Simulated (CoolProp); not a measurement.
Ammonia along the isotherm -57.75 °C: Z from the reference equation and from simpler models built on Tc = 132.4 °C, pc = 11360 kPa, ω = 0.256; each cubic takes its own stable root.

Computed with CoolProp (reference Helmholtz-energy equation of state, Gao 2020).

```csv
p (kPa),phase,reference
89.8,liquid,0.001201
140,liquid,0.001873
218,liquid,0.002916
339,liquid,0.004534
528,liquid,0.007061
822,liquid,0.01099
1280,liquid,0.01711
1990,liquid,0.02659
3100,liquid,0.04140
4830,liquid,0.06443
7530,liquid,0.1003
11700,liquid,0.1555
18200,liquid,0.2410
```

Problem. How far does each simpler model (van der Waals, Redlich-Kwong) lie from the reference over these 13 states: mean and median of the absolute difference, and the worst?

Solution. 
- van der Waals: mean 14617.7 %, median 92.2 %, worst +82323.0 % at -57.75 °C and 89.8 kPa
- Redlich-Kwong: mean 29.8 %, median 29.8 %, worst +29.8 % at -57.75 °C and 89.8 kPa

At some of these states van der Waals gives the other phase, because its saturation line lies elsewhere.
